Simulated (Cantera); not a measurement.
**Transport properties of process gases**

Gas mixture: 100 % N₂O, at 4.84 atm, frozen composition.

Cantera's kinetic-theory transport with the Lennard-Jones parameters of GRI-Mech 3.0, ideal gas; thermal conductivity in the multicomponent form. The composition is frozen, though it would react at the higher temperatures.

| T (K) | ρ (kg/m³) | cp (J/kg/K) | μ (µPa s) | λ (mW/m/K) | Pr | D (cm²/s) OH | D (cm²/s) CH₄ | D (cm²/s) O |
|---|---|---|---|---|---|---|---|---|
| 400 | 6.48 | 970.3 | 19.5 | 25.3 | 0.746 | 0.0849 | 0.0601 | 0.0868 |
| 650 | 3.99 | 1127 | 29.1 | 44.1 | 0.744 | 0.197 | 0.143 | 0.202 |
| 900 | 2.88 | 1227 | 37.1 | 61.4 | 0.741 | 0.343 | 0.250 | 0.351 |
| 1150 | 2.26 | 1285 | 44.1 | 76.8 | 0.738 | 0.518 | 0.379 | 0.529 |
| 1400 | 1.85 | 1327 | 50.5 | 91.0 | 0.736 | 0.719 | 0.528 | 0.735 |
| 1650 | 1.57 | 1359 | 56.4 | 104 | 0.734 | 0.945 | 0.695 | 0.967 |
| 1900 | 1.37 | 1384 | 61.9 | 117 | 0.733 | 1.20 | 0.879 | 1.22 |
| 2150 | 1.21 | 1402 | 67.2 | 129 | 0.732 | 1.47 | 1.08 | 1.50 |
D: mixture-averaged diffusion coefficient of that species in the mixture.
